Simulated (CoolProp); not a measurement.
A simple Rankine cycle with toluene: condensing at 326.15 K, boiler at 2.69 MPa, turbine inlet 619 K, turbine efficiency 0.75, pump efficiency 0.7, no recuperator. Each further row changes one setting.

Values from CoolProp's reference Helmholtz-energy equation of state, Lemmon 2006. It is a short technical equation, of lower accuracy than the large ones.

```tsv
case	thermal efficiency (%)	net work (kJ/kg)	heat in (kJ/kg)	turbine exit temperature (K)	volume ratio over the turbine
as stated	20.7	177	857	506.4	206
condensing temperature 318.15 K	21.6	188	871	500.5	288
boiler pressure 1.88 MPa	19.7	172	875	518.6	134
turbine efficiency 0.65	17.9	153	857	519.2	212
```
